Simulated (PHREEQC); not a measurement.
# Acid rinse or clean

A solution holds 7.9 mmol/kgw HNO3 and 0.11 mmol/kgw ZnSO4, at 15 °C. Closed to the air; pH follows from the charge balance.

All values are PHREEQC results (ion-association model, phreeqc.dat), not measurements.

This is a speciation only: nothing precipitates in the calculation.

**Question.** Estimate the pH, specific conductance.

**Answer.** pH 2.14; specific conductance 2450 µS/cm.

**Question.** In which forms is S present?

**Answer.** SO4-2 69 %, HSO4- 30 %, ZnSO4 0.8 % of the S.

Species that the database lacks are ignored.
